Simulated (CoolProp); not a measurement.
Properties of methanol at several states.

Computed with CoolProp (reference Helmholtz-energy equation of state, de Reuck 1993).

```json
[
 {"T (K)": "320.5", "p (MPa)": "0.617", "phase": "liquid", "Z": "0.009689", "expansivity (1/kK)": "1.252", "conductivity (mW/(m K))": "196"},
 {"T (K)": "555.9", "p (MPa)": "0.0636", "phase": "gas", "Z": "0.9982", "expansivity (1/kK)": "1.810", "conductivity (mW/(m K))": "46.1"},
 {"T (K)": "344.5", "p (MPa)": "5.31", "phase": "liquid", "Z": "0.07941", "expansivity (1/kK)": "1.306", "conductivity (mW/(m K))": "194"}
]
```

Thermal conductivity comes from a separate model (Sykioti 2013).
